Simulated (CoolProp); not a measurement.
Water along the isotherm 308.25 °C: density (kg/m³) from the reference equation and from simpler models built on Tc = 373.9 °C, pc = 22.06 MPa, ω = 0.344; each cubic takes its own stable root.

Values from CoolProp's reference Helmholtz-energy equation of state, Wagner 2002.

| p (MPa) | phase | reference |
|---|---|---|
| 0.316 | gas | 1.186 |
| 0.72 | gas | 2.729 |
| 1.64 | gas | 6.360 |
| 3.73 | gas | 15.36 |
| 8.48 | gas | 42.93 |
| 19.3 | liquid | 716.7 |
| 43.9 | liquid | 756.4 |
| 100 | liquid | 813.7 |

Question: How far does each simpler model (van der Waals, Redlich-Kwong, Soave-Redlich-Kwong, Peng-Robinson) lie from the reference over these 8 states: mean and median of the absolute difference, and the worst?

Answer: 
- van der Waals: mean 20.5 %, median 6.8 %, worst -51.9 % at 308.25 °C and 19.3 MPa
- Redlich-Kwong: mean 13.3 %, median 4.0 %, worst -35.1 % at 308.25 °C and 19.3 MPa
- Soave-Redlich-Kwong: mean 12.0 %, median 2.7 %, worst -31.1 % at 308.25 °C and 19.3 MPa
- Peng-Robinson: mean 8.4 %, median 1.4 %, worst -22.1 % at 308.25 °C and 19.3 MPa
